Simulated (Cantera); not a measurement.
Charge: 1 mol Si, 0.011 mol O2, 3.3 mol CO, equilibrated at 1275 K and 2.40 bar.

These are equilibrium values from Cantera (NASA tables, ideal gas, pure condensed phases), not measurements of a reactor. Candidate condensed phases: C, Si, SiC, SiO2; 20 gas species. The tables hold silica as quartz up to 1696 K and as liquid above; real silica turns to tridymite and cristobalite and melts near 1996 K. Rates play no part.

Base state: CO 0.984, CO2 0.0163 (mole fractions); condensed: C(graphite) + SiO2(β-quartz).

Problem. What changes in the equilibrium state with this change: temperature from 1275 K to 1748.15 K?

Solution. 
```
species               before     after
--------------------  ------  --------
CO                     0.984     0.999
SiO                    <1e-9  0.000361
CO2                   0.0163  0.000247
C(graphite), mol        2.00      1.98
SiO2(β-quartz), mol     1.00         0
SiO2(condensed), mol       0     1.000
```

Problem. What changes in the equilibrium state with this change: pressure from 2.40 bar to 1.50 mbar?

Solution. 
| species | before | after |
|---|---|---|
| CO | 0.984 | 1.000 |
| SiO | <1e-9 | 2.98e-5 |
| CO2 | 0.0163 | 1.05e-5 |
| C(graphite), mol | 2.00 | 1.98 |
| SiO2(β-quartz), mol | 1.00 | 1.000 |
